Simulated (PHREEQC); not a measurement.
0.19 g of hydrous ferric oxide (600 m²/g; 0.2 weak and 0.005 strong sites per Fe, Dzombak-Morel constants, diffuse double layer) in 1 kg of water with 0.3 mol/kgw of an inert sodium salt and 0.052 mmol/kgw ZnSO4 and 0.0043 mmol/kgw Na2HAsO4, at 25 °C; the pH is set by adding NaOH or the inert anion's acid. O2 is buffered at 0.21 atm. The system is closed to CO2. Precipitation was switched off in this run.

Computed with PHREEQC (ion-association model, wateq4f.dat).

```json
[
 {"pH": "4", "S sorbed (%)": "62.6", "Zn sorbed (%)": "0.0", "As sorbed (%)": "100.0", "surface charge σ (C/m²)": "0.293", "surface potential ψ (mV)": "114"},
 {"pH": "4.5", "S sorbed (%)": "57.2", "Zn sorbed (%)": "0.1", "As sorbed (%)": "100.0", "surface charge σ (C/m²)": "0.272", "surface potential ψ (mV)": "110"},
 {"pH": "5", "S sorbed (%)": "46.5", "Zn sorbed (%)": "1.2", "As sorbed (%)": "100.0", "surface charge σ (C/m²)": "0.237", "surface potential ψ (mV)": "104"},
 {"pH": "5.5", "S sorbed (%)": "30.8", "Zn sorbed (%)": "6.6", "As sorbed (%)": "100.0", "surface charge σ (C/m²)": "0.192", "surface potential ψ (mV)": "93"},
 {"pH": "6", "S sorbed (%)": "15.2", "Zn sorbed (%)": "17.6", "As sorbed (%)": "100.0", "surface charge σ (C/m²)": "0.146", "surface potential ψ (mV)": "80"},
 {"pH": "6.5", "S sorbed (%)": "5.4", "Zn sorbed (%)": "32.9", "As sorbed (%)": "100.0", "surface charge σ (C/m²)": "0.104", "surface potential ψ (mV)": "65"},
 {"pH": "7", "S sorbed (%)": "1.6", "Zn sorbed (%)": "65.2", "As sorbed (%)": "100.0", "surface charge σ (C/m²)": "0.070", "surface potential ψ (mV)": "49"},
 {"pH": "7.5", "S sorbed (%)": "0.4", "Zn sorbed (%)": "91.1", "As sorbed (%)": "100.0", "surface charge σ (C/m²)": "0.042", "surface potential ψ (mV)": "32"},
 {"pH": "8", "S sorbed (%)": "0.1", "Zn sorbed (%)": "98.4", "As sorbed (%)": "100.0", "surface charge σ (C/m²)": "0.016", "surface potential ψ (mV)": "12"},
 {"pH": "8.5", "S sorbed (%)": "0.0", "Zn sorbed (%)": "99.7", "As sorbed (%)": "99.9", "surface charge σ (C/m²)": "-0.011", "surface potential ψ (mV)": "-8"},
 {"pH": "9", "S sorbed (%)": "0.0", "Zn sorbed (%)": "99.8", "As sorbed (%)": "99.5", "surface charge σ (C/m²)": "-0.038", "surface potential ψ (mV)": "-29"},
 {"pH": "9.5", "S sorbed (%)": "0.0", "Zn sorbed (%)": "99.8", "As sorbed (%)": "98.4", "surface charge σ (C/m²)": "-0.071", "surface potential ψ (mV)": "-49"},
 {"pH": "10", "S sorbed (%)": "0.0", "Zn sorbed (%)": "99.7", "As sorbed (%)": "94.7", "surface charge σ (C/m²)": "-0.110", "surface potential ψ (mV)": "-67"}
]
```

Species that the database lacks are ignored. The database has no arsenate complexes of Zn.
